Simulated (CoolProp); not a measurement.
Vapour-liquid equilibrium of R1234yf (1) + R227EA (2) at 3.68 bar; x and y are mole fractions of (1).

Model: multi-fluid Helmholtz-energy mixture model, Lemmon 2022 and Lemmon 2016; pair parameters Bell 2016, in CoolProp.

| x | bubble temperature, mixture model (°C) | bubble temperature, Raoult's law (°C) | y, mixture model | y, Raoult's law |
|---|---|---|---|---|
| 0.05 | 17.4 | 17.4 | 0.072 | 0.075 |
| 0.2 | … | 15.1 | 0.268 | 0.278 |
| 0.35 | 12.9 | 12.9 | 0.441 | 0.455 |
| 0.5 | 10.8 | 10.8 | 0.594 | 0.610 |
| 0.65 | 8.8 | 8.8 | … | 0.745 |
| 0.8 | … | 6.9 | 0.855 | 0.863 |
| 0.95 | 5.2 | 5.2 | 0.966 | 0.968 |

Complete the blanks.


- 0.2, bubble temperature, mixture model (°C): 15.0
- 0.65, y, mixture model: 0.732
- 0.8, bubble temperature, mixture model (°C): 7.0

The largest gap from Raoult's law is -0.1 K in bubble temperature, at x = 0.2. No azeotrope shows between x = 0.05 and 0.95.

The pair parameters rest on a limited set of measurements; away from them the model extrapolates.
